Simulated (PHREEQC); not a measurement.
**Acid mine or pickling water**

A made-up water analysis in mg/L, 30 °C, pH 3.11, pe 11.1:

```tsv
constituent	mg/L
Na	238
K	0.474
Ca	151
Mg	27.9
Cl	36.1
S(6) as SO4	945
Zn	0.432
Sr	2.01
Si as SiO2	0.209
```

Valence states are taken as typed.

Computed with PHREEQC (ion-association model, phreeqc.dat).

This is a speciation only: nothing precipitates in the calculation.

Question: What ionic strength, charge-balance error, specific conductance does the model give?

Answer: ionic strength 0.0286 mol/kgw; charge-balance error 2.5 %; specific conductance 2380 µS/cm.

Question: In which forms is Ca present?

Answer: Ca+2 71 %, CaSO4 29 % of the Ca.
